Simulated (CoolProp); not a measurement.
Properties of dodecamethylcyclohexasiloxane (D6) along the isobar 0.985 MPa (Tc = 645.8 K, pc = 0.9614 MPa, ω = 0.736).

Values from CoolProp's reference Helmholtz-energy equation of state, Colonna 2008. It is a short technical equation, of lower accuracy than the large ones.

```tsv
T (K)	phase	cp (kJ/(kg K))	cv (kJ/(kg K))	isothermal compressibility (1/MPa)	expansivity (1/kK)	fugacity coefficient
481.4	liquid	1.941	1.758	0.009411	1.651	0.04609
498.1	liquid	1.975	1.787	0.01113	1.767	0.06912
514.8	liquid	2.010	1.815	0.01338	1.912	0.09961
531.5	liquid	2.047	1.842	0.01644	2.098	0.1385
548.2	liquid	2.085	1.869	0.02076	2.343	0.1864
565	liquid	2.127	1.895	0.02725	2.684	0.2439
581.7	liquid	2.176	1.920	0.03760	3.178	0.3100
598.4	liquid	2.235	1.945	0.05597	3.956	0.3842
```
